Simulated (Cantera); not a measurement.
# Ignition delay

Mixture: CH₄ : O₂ : N₂ = 1 : 2.6 : 9.77 (molar parts), at 750 Torr, adiabatic and at constant pressure. Ignition delay is the time to a rise of 400 K.

Cantera simulation using GRI-Mech 3.0 (53 species, 325 reactions); the numbers are that mechanism's predictions, not measurements.

| T0 (K) | delay (ms) |
|---|---|
| 1125 | 122 |
| 1225 | 28.0 |
| 1325 | 7.47 |
| 1425 | 2.31 |
| 1525 | 0.840 |
| 1625 | 0.358 |
| 1725 | 0.175 |

| Quantity | Result |
|---|---|
| apparent activation energy between 1525 and 1725 K | 170 kJ/mol |
